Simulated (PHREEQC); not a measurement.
0.08 g of hydrous ferric oxide (600 m²/g; 0.2 weak and 0.005 strong sites per Fe, Dzombak-Morel constants, diffuse double layer) in 1 kg of water with 0.001 mol/kgw of an inert sodium salt and 0.0023 mmol/kgw NiCl2, at 25 °C; the pH is set by adding NaOH or the inert anion's acid. Oxygen alone is held at its pressure in air (log pO2 = -0.68). CO2 from the air is kept out. Precipitation was switched off in this run.

All values are PHREEQC results (ion-association model, wateq4f.dat), not measurements.

### Question
Predict Ni sorbed (%) at pH = 3.5, 5, 7, 7.5.

### Answer
| pH | Ni sorbed (%) |
|---|---|
| 3.5 | 0.0 |
| 5 | 0.1 |
| 7 | 79.2 |
| 7.5 | 97.0 |

The oxide is taken as insoluble; below pH 4 it would dissolve.
